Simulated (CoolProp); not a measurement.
Chloromethane (R40) at 298.15 K and 0.489 MPa is throttled through a valve to 0.18 MPa with no heat exchange. Each further row changes one setting.

Values from CoolProp's reference Helmholtz-energy equation of state, Thol 2014.

```tsv
case	temperature change (K)	final density (kg/m³)
as stated	…	…
outlet pressure 0.054 MPa	…	…
outlet pressure 0.234 MPa	…	…
```

Complete the blanks.


- as stated, temperature change (K): -12.4
- as stated, final density (kg/m³): 3.97
- outlet pressure 0.054 MPa, temperature change (K): -18.0
- outlet pressure 0.054 MPa, final density (kg/m³): 1.18
- outlet pressure 0.234 MPa, temperature change (K): -10.1
- outlet pressure 0.234 MPa, final density (kg/m³): 5.18
